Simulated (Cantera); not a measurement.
A closed system holds: 1 mol MgO, 4.6 mol HF, 11 mol H2, held at 0.0730 bar.

Cantera equilibrium calculation (NASA polynomials, part measured and part estimated; ideal gas, pure solids and liquids). Candidate condensed phases: H2O, Mg, MgF2, MgO, Mg(OH)2; 31 gas species. Mutual solubility and eutectic melting of coexisting phases are not modelled. Equilibrium is a limit: real reactors are often held back by kinetics, nucleation or transport.

Question: Which condensed phases are stable at each of these points (T (°C)): 875, 950, 1025, 1100, 1175, 1250, 1325, 1400, 1475?

Answer: 
| T (°C) | condensed phases | Mg condensed (%) |
|---|---|---|
| 875 | MgF2(s) | 100.0 |
| 950 | MgF2(s) | 100.0 |
| 1025 | MgF2(s) | 100.0 |
| 1100 | MgF2(s) | 99.9 |
| 1175 | MgF2(s) + MgO(s) | 99.6 |
| 1250 | MgF2(s) + MgO(s) | 98.2 |
| 1325 | MgF2(l) + MgO(s) | 94.0 |
| 1400 | MgF2(l) + MgO(s) | 82.8 |
| 1475 | MgO(s) | 71.8 |

From 875 °C to 1100 °C the condensed part is MgF2(s). From 1175 °C to 1250 °C the condensed part is MgF2(s) + MgO(s). From 1325 °C to 1400 °C the condensed part is MgF2(l) + MgO(s). At 1475 °C the condensed part is MgO(s).
